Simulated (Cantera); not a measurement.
A closed system holds: 1 mol C2F6, 0.35 mol CH4, 0.38 mol H2, at 0.00120 bar.

Cantera equilibrium calculation (NASA polynomials, part measured and part estimated; ideal gas, pure solids and liquids). Candidate condensed phases: C, C6H6, C7H8, C8H18; 95 gas species. The feed counts by its element totals alone. Condensed phases not in the tables: fluorocarbon polymer. Gases not in the tables: C2F6 and larger saturated fluorocarbons. Rates play no part.

x: gas mole fraction; n: condensed amount in mol.

| T (K) | x HF | x CF4 | x CF2 | x F | x CF3 | n C(graphite) |
|---|---|---|---|---|---|---|
| 775 | 0.692 | 0.308 | <1e-12 | <1e-12 | ? | 1.39 |
| 875 | 0.692 | 0.308 | 6.68e-11 | 3.14e-12 | ? | 1.39 |
| 975 | 0.692 | 0.308 | 3.62e-9 | 2.69e-10 | ? | 1.39 |
| 1075 | 0.692 | 0.308 | 9.27e-8 | 1.01e-8 | ? | 1.39 |
| 1175 | 0.692 | 0.308 | 1.36e-6 | 2.04e-7 | ? | 1.39 |
| 1275 | 0.692 | 0.308 | 1.30e-5 | 2.59e-6 | ? | 1.39 |
| 1375 | 0.692 | 0.308 | 8.90e-5 | 2.27e-5 | ? | 1.39 |
| 1475 | 0.692 | 0.307 | 0.000468 | 0.000148 | ? | 1.39 |
| 1575 | 0.691 | 0.306 | 0.00198 | 0.000762 | ? | 1.39 |
| 1675 | 0.688 | 0.301 | 0.00699 | 0.00322 | ? | 1.38 |
| 1775 | 0.679 | 0.288 | 0.0210 | 0.0115 | ? | 1.36 |
| 1875 | 0.655 | 0.254 | 0.0537 | 0.0349 | ? | 1.33 |

**Question.** What belongs in the gaps?

**Answer.** 
- 775, x CF3: 2.55e-12
- 875, x CF3: 1.48e-10
- 975, x CF3: 3.72e-9
- 1075, x CF3: 5.12e-8
- 1175, x CF3: 4.49e-7
- 1275, x CF3: 2.80e-6
- 1375, x CF3: 1.33e-5
- 1475, x CF3: 5.11e-5
- 1575, x CF3: 0.000165
- 1675, x CF3: 0.000457
- 1775, x CF3: 0.00110
- 1875, x CF3: 0.00226
